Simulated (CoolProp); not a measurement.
A closed Brayton cycle with carbon dioxide: compressor inlet 328.15 K and 9.5 MPa, high pressure 23.1 MPa, turbine inlet 880 K, compressor efficiency 0.8, turbine efficiency 0.9, recuperator effectiveness 0.95 (on enthalpy, no pinch check). Each further row changes one setting.

Computed with CoolProp (reference Helmholtz-energy equation of state, Span 1996).

```tsv
case	thermal efficiency (%)	net work (kJ/kg)	compressor to turbine work	compressor exit (K)	turbine exit (K)
as stated	36.2	82.0	0.35	397.9	768.6
turbine inlet 830 K	34.3	74.0	0.38	397.9	722.5
compressor inlet 338.15 K	34.9	75.0	0.41	416.1	768.6
high pressure 19.6 MPa	35.0	69.6	0.33	384.6	788.7
recuperator effectiveness 0.5	19.4	82.0	0.35	397.9	768.6
```
